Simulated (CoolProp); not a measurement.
Model: reference Helmholtz-energy equation of state, Aleksandrov 2011, in CoolProp. It is a short technical equation, of lower accuracy than the large ones.

Task: For n-undecane, give the phase and the cv (kJ/(kg K)), speed of sound (m/s) at 620 K and 0.0157 MPa; 620 K and 0.0756 MPa.

Result: 
- 620 K and 0.0157 MPa: gas; cv 2.86, speed of sound 183
- 620 K and 0.0756 MPa: gas; cv 2.86, speed of sound 180
